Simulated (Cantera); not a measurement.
**Hydrogen reduction and annealing atmospheres: Al₂O₃ + H₂**

Charge: 1 mol Al₂O₃, 0.46 mol H₂, equilibrated at 0.00340 bar.

Cantera equilibrium calculation (NASA polynomials, part measured and part estimated; ideal gas, pure solids and liquids). Candidate condensed phases: Al, Al₂O₃, H₂O; 19 gas species. The tables' values for AlOH are old estimates; treat these amounts as uncertain. Kinetics and transport are ignored.

From 1673 K to 2198 K the condensed part is Al₂O₃(s). The main Al-bearing gas is Al throughout.

| T (K) | x H₂ | x H | x H₂O | x Al | x Al₂O | x AlOH | n Al₂O₃(s) |
|---|---|---|---|---|---|---|---|
| 1673 | 0.998 | 0.00195 | 2.24e-5 | 1.29e-5 | 1.00e-6 | 5.76e-7 | 1.000 |
| 1748 | 0.996 | 0.00391 | 5.82e-5 | 3.31e-5 | 3.13e-6 | 1.69e-6 | 1.000 |
| 1823 | 0.992 | 0.00740 | 0.000140 | 7.81e-5 | 8.81e-6 | 4.54e-6 | 1.000 |
| 1898 | 0.986 | 0.0133 | 0.000313 | 0.000171 | 2.27e-5 | 1.12e-5 | 1.000 |
| 1973 | 0.976 | 0.0229 | 0.000657 | 0.000352 | 5.37e-5 | 2.55e-5 | 1.000 |
| 2048 | 0.960 | 0.0376 | 0.00130 | 0.000683 | 0.000118 | 5.45e-5 | 1.000 |
| 2123 | 0.936 | 0.0595 | 0.00243 | 0.00125 | 0.000243 | 0.000109 | 1.000 |
| 2198 | 0.902 | 0.0907 | 0.00431 | 0.00219 | 0.000470 | 0.000207 | 0.999 |
x: gas mole fraction; n: condensed amount in mol.
